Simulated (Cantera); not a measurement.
Charge: 1 mol BN, 1.1 mol O2, 39 mol N2, 47 mol H2.

Equilibrium computed with Cantera from the NASA thermochemical tables; the gas is ideal and each condensed phase is pure. Candidate condensed phases: B, BN, B2O3, B3O3H3, H2O; 39 gas species. Equilibrium is a limit: real reactors are often held back by kinetics, nucleation or transport.

Q: What condenses at these points (T in K, P in Pa): (1098, 100000); (1548, 7700); (1398, 100000); (1398, 7700); (1648, 1)?

A: 
```
T (K)  P in Pa  condensed phases  B condensed (%)
-----  -------  ----------------  ---------------
1098    100000              B2O3             99.5
1548      7700              B2O3              6.1
1398    100000              B2O3             92.8
1398      7700              B2O3             75.5
1648         1          gas only              0.0
```
